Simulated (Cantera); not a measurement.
Moist CO burnout

An isothermal, constant-pressure homogeneous reactor starts with CO : O2 : H2O : N2 = 0.0041 : 0.067 : 0.0056 : 1 (molar parts), at 1123 K and 1730 Torr.

Model: GRI-Mech 3.0 (53 species, 325 reactions), integrated in Cantera.

```json
[
 {"t (s)": "0.000100", "x CO": "0.00381", "x O2": "0.0622", "x H2O": "0.00520", "x NO": "<1e-12", "x HO2": "2.79e-11", "x OH": "5.91e-11", "x O": "7.02e-10"},
 {"t (s)": "0.000259", "x CO": "0.00381", "x O2": "0.0622", "x H2O": "0.00520", "x NO": "<1e-12", "x HO2": "3.02e-10", "x OH": "2.55e-10", "x O": "1.85e-9"},
 {"t (s)": "0.000669", "x CO": "0.00381", "x O2": "0.0622", "x H2O": "0.00520", "x NO": "<1e-12", "x HO2": "3.03e-9", "x OH": "1.03e-9", "x O": "5.73e-9"},
 {"t (s)": "0.00173", "x CO": "0.00381", "x O2": "0.0622", "x H2O": "0.00520", "x NO": "<1e-12", "x HO2": "3.59e-8", "x OH": "6.46e-9", "x O": "3.06e-8"},
 {"t (s)": "0.00448", "x CO": "0.00380", "x O2": "0.0622", "x H2O": "0.00520", "x NO": "<1e-12", "x HO2": "1.42e-6", "x OH": "2.69e-7", "x O": "1.00e-6"},
 {"t (s)": "0.0116", "x CO": "0.00345", "x O2": "0.0621", "x H2O": "0.00519", "x NO": "6.96e-11", "x HO2": "5.15e-6", "x OH": "2.71e-6", "x O": "6.79e-6"},
 {"t (s)": "0.0300", "x CO": "0.00250", "x O2": "0.0616", "x H2O": "0.00520", "x NO": "6.41e-10", "x HO2": "4.38e-6", "x OH": "2.51e-6", "x O": "5.20e-6"},
 {"t (s)": "0.0776", "x CO": "0.00124", "x O2": "0.0610", "x H2O": "0.00520", "x NO": "2.53e-9", "x HO2": "2.91e-6", "x OH": "2.02e-6", "x O": "2.75e-6"},
 {"t (s)": "0.201", "x CO": "0.000332", "x O2": "0.0606", "x H2O": "0.00521", "x NO": "5.05e-9", "x HO2": "1.22e-6", "x OH": "1.35e-6", "x O": "7.80e-7"},
 {"t (s)": "0.520", "x CO": "4.37e-5", "x O2": "0.0605", "x H2O": "0.00521", "x NO": "6.69e-9", "x HO2": "2.39e-7", "x OH": "7.68e-7", "x O": "1.01e-7"},
 {"t (s)": "1.34", "x CO": "2.50e-6", "x O2": "0.0604", "x H2O": "0.00521", "x NO": "1.01e-8", "x HO2": "1.63e-8", "x OH": "4.05e-7", "x O": "9.29e-9"},
 {"t (s)": "3.48", "x CO": "5.69e-8", "x O2": "0.0604", "x H2O": "0.00521", "x NO": "1.19e-8", "x HO2": "1.07e-9", "x OH": "2.20e-7", "x O": "2.02e-9"},
 {"t (s)": "9.00", "x CO": "1.04e-10", "x O2": "0.0604", "x H2O": "0.00521", "x NO": "1.22e-8", "x HO2": "6.46e-10", "x OH": "1.76e-7", "x O": "1.26e-9"}
]
```
x: mole fraction; the columns are a selection and need not sum to one.

Equilibrium at this temperature and pressure: CO 2.59e-11, O2 0.0604, H2O 0.00521, NO 6.11e-5, HO2 5.93e-10, OH 1.33e-7, O 7.17e-10 (gas phase only).
